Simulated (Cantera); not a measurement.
A Cantera script and what it prints.

```python
import numpy as np
import cantera as ct

gas_names = """
    CL CLO CL2 H HCL HOCL HO2 H2 H2O H2O2 O OH O2 O3 Si SiCL SiCL2 SiCL3 SiCL4 SiH SiHCL3 SiH2 SiH2CL2
    SiH3 SiH3CL SiH4 SiO SiO2 Si2 Si3
""".split()
cond_names = """
    H2O(s) H2O(L) Si(cr) Si(L) SiO2(Lqz) SiO2(hqz) SiO2(L)
""".split()


# ... load() reads the species with a 1 bar reference pressure and builds the phases ...
atoms = {
    'SiCl4': {'Si': 1, 'CL': 4},
    'O2': {'O': 2},
    'H2': {'H': 2},
}
top_T = {}  # K; cautious upper limits of use, not melting points


# ... equilibrate(T, P, feed) seeds the gas with the atoms and calls Mixture.equilibrate('TP', solver="vcs", rtol=1e-11, max_steps=5000) ...
results = []
feed = {'SiCl4': 1, 'O2': 0.13, 'H2': 8.4}  # mol
T = 1900  # K
P = 30  # Pa
mix = equilibrate(T, P, feed)
results.append((T, P, feed, dict(zip(mix.species_names, mix.species_moles))))
x = sorted(zip(gas.X, gas.species_names), reverse=True)
print(f"T = {T:g} K  P = {P:g} Pa  gas = {mix.phase_moles(0):.4g} mol")
print("   x: " + "  ".join(f"{s} {v:.3e}" for v, s in x if v > 1e-06))
print("   condensed (mol): " + ("  ".join(f"{mix.phase(i).name} {mix.phase_moles(i):.4g}"
      for i in range(1, mix.n_phases) if mix.phase_moles(i) > 1e-12) or "none"))
```

Result:

```
T = 1900 K  P = 30 Pa  gas = 11.03 mol
   x: H2 6.235e-01  HCL 2.392e-01  SiCL2 5.508e-02  H 3.618e-02  SiO 2.356e-02  CL 1.047e-02  Si 9.325e-03  SiCL 2.414e-03  SiH 1.107e-04  SiCL3 9.629e-05  Si2 1.662e-05  SiH2 8.066e-06
   condensed (mol): none
```

Method: chemical equilibrium by Gibbs-energy minimisation in Cantera with the NASA 1993 tables (ideal gas, pure condensed phases). The tables' values for SiCl, SiCl3 are old estimates; treat these amounts as uncertain.
